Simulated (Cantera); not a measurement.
**Tantalum, niobium, vanadium and zirconium in process gases: Ta + N₂O + H₂ + H₂O**

A closed system holds: 1 mol Ta, 14 mol N₂O, 3.1 mol H₂, 0.24 mol H₂O, equilibrated at 2423.15 K.

These are equilibrium values from Cantera (NASA tables, ideal gas, pure condensed phases), not measurements of a reactor. Candidate condensed phases: H₂O, Ta, Ta₂O₅; 27 gas species. Equilibrium is a limit: real reactors are often held back by kinetics, nucleation or transport.

From 0.000750 Torr to 0.165 Torr nothing is condensed. From 2.40 Torr to 7500 Torr the condensed part is Ta₂O₅(l). The main Ta-bearing gas is TaO₂ throughout.

```json
[
 {"P (Pa)": "0.100", "x N₂": "0.411", "x O": "0.360", "x H": "0.196", "x O₂": "0.00135", "x H₂O": "1.11e-6", "x OH": "0.000336", "x TaO₂": "0.0251", "x NO": "0.00116", "x H₂": "0.000122", "n Ta₂O₅(l)": "0"},
 {"P (Pa)": "1.50", "x N₂": "0.421", "x O": "0.328", "x H": "0.193", "x O₂": "0.0168", "x H₂O": "0.000221", "x OH": "0.00453", "x TaO₂": "0.0298", "x NO": "0.00413", "x H₂": "0.00178", "n Ta₂O₅(l)": "0"},
 {"P (Pa)": "22", "x N₂": "0.476", "x O": "0.194", "x H": "0.142", "x O₂": "0.0861", "x H₂O": "0.0151", "x OH": "0.0289", "x TaO₂": "0.0343", "x NO": "0.00995", "x H₂": "0.0141", "n Ta₂O₅(l)": "0"},
 {"P (Pa)": "320", "x N₂": "0.588", "x O": "0.0664", "x H": "0.0397", "x O₂": "0.147", "x H₂O": "0.0859", "x OH": "0.0402", "x TaO₂": "0.00302", "x NO": "0.0144", "x H₂": "0.0161", "n Ta₂O₅(l)": "0.464"},
 {"P (Pa)": "4600", "x N₂": "0.626", "x O": "0.0189", "x H": "0.00635", "x O₂": "0.171", "x H₂O": "0.129", "x OH": "0.0263", "x TaO₂": "0.000104", "x NO": "0.0161", "x H₂": "0.00590", "n Ta₂O₅(l)": "0.499"},
 {"P (Pa)": "68000", "x N₂": "0.637", "x O": "0.00505", "x H": "0.000880", "x O₂": "0.180", "x H₂O": "0.145", "x OH": "0.0144", "x TaO₂": "3.53e-6", "x NO": "0.0167", "x H₂": "0.00167", "n Ta₂O₅(l)": "0.500"},
 {"P (Pa)": "1000000", "x N₂": "0.640", "x O": "0.00133", "x H": "0.000119", "x O₂": "0.184", "x H₂O": "0.150", "x OH": "0.00753", "x TaO₂": "1.22e-7", "x NO": "0.0169", "x H₂": "0.000449", "n Ta₂O₅(l)": "0.500"}
]
```
x: gas mole fraction; n: condensed amount in mol.
